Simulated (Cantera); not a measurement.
An isothermal, constant-pressure homogeneous reactor starts with C3H8 : H2 = 1 : 1.5 (molar parts), at 1475 K and 0.572 atm.

Detailed kinetics in Cantera: GRI-Mech 3.0 (53 species, 325 reactions). GRI-Mech 3.0 was tuned for natural gas; its chemistry of propane as a main component is partial and can be far from experiment. GRI-Mech 3.0 stops at C3 and has no aromatics, soot or wall deposition, so with more carbon than oxygen in the feed, carbon stays in small species such as C2H2 where larger ones or solid carbon would form.

x: mole fraction; the columns are a selection and need not sum to one.

| t (s) | x C3H8 | x H2 | x C2H2 | x H | x CH4 | x C2H4 | x CH3 |
|---|---|---|---|---|---|---|---|
| 0.000300 | 0.0133 | 0.482 | 0.0250 | 0.000112 | 0.211 | 0.252 | 0.00139 |
| 0.000535 | 0.00217 | 0.488 | 0.0411 | 6.91e-5 | 0.217 | 0.244 | 0.000662 |
| 0.000956 | 0.000264 | 0.497 | 0.0567 | 4.03e-5 | 0.215 | 0.227 | 0.000353 |
| 0.00171 | 2.35e-5 | 0.505 | 0.0721 | 2.61e-5 | 0.212 | 0.208 | 0.000219 |
| 0.00305 | 4.29e-6 | 0.514 | 0.0891 | 1.89e-5 | 0.209 | 0.186 | 0.000154 |
| 0.00544 | 2.29e-6 | 0.525 | 0.109 | 1.57e-5 | 0.205 | 0.160 | 0.000122 |
| 0.00970 | (withheld) | 0.538 | (withheld) | 1.46e-5 | 0.200 | (withheld) | (withheld) |
| 0.0173 | 9.77e-7 | 0.552 | 0.162 | 1.38e-5 | 0.194 | 0.0908 | 9.74e-5 |
| 0.0309 | 5.39e-7 | 0.566 | 0.188 | 1.28e-5 | 0.188 | 0.0573 | 8.58e-5 |
| 0.0552 | 3.01e-7 | 0.575 | 0.205 | 1.19e-5 | 0.184 | 0.0358 | 7.69e-5 |
| 0.0985 | 2.20e-7 | 0.579 | 0.211 | 1.15e-5 | 0.182 | 0.0276 | 7.30e-5 |
| 0.176 | 2.08e-7 | 0.581 | 0.213 | 1.16e-5 | 0.179 | 0.0264 | 7.19e-5 |
| 0.314 | 2.07e-7 | 0.584 | 0.213 | 1.17e-5 | 0.176 | 0.0265 | 7.11e-5 |
| 0.560 | 2.06e-7 | 0.588 | 0.214 | 1.20e-5 | 0.170 | 0.0268 | 6.98e-5 |
| 1.00 | 2.05e-7 | 0.594 | 0.216 | 1.23e-5 | 0.162 | 0.0272 | 6.81e-5 |

Complete the blanks.


- 0.00970, x C3H8: 1.54e-6
- 0.00970, x C2H2: 0.134
- 0.00970, x C2H4: 0.128
- 0.00970, x CH3: 0.000109
